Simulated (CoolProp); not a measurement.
A single-stage vapour-compression cycle with R1336mzz(Z): evaporating at 282.15 K (dew point), condensing at 325.15 K (bubble point), superheat 0 K, subcooling 2 K, compressor efficiency 0.7, no pressure losses. Each further row changes one setting.

Values from CoolProp's reference Helmholtz-energy equation of state, McLinden 2020.

| case | cooling COP | pressure ratio | discharge temperature (K) | refrigerating effect (kJ/kg) | volumetric capacity (kJ/m³) |
|---|---|---|---|---|---|
| as stated | 3.79 | 5.07 | 325.2 | 125 | 338 |
| evaporating temperature 287.15 K | 4.49 | 4.07 | 325.1 | 129 | 428 |
| condensing temperature 320.15 K | 4.43 | 4.31 | 320.8 | 131 | 355 |
| subcooling 7 K | 3.99 | 5.07 | 325.2 | 131 | 355 |
| superheat 10 K | 3.86 | 5.07 | 335.5 | 133 | 347 |
| compressor efficiency 0.6 | 3.25 | 5.07 | 330.9 | 125 | 338 |

The compression ends wet for: evaporating temperature 287.15 K.
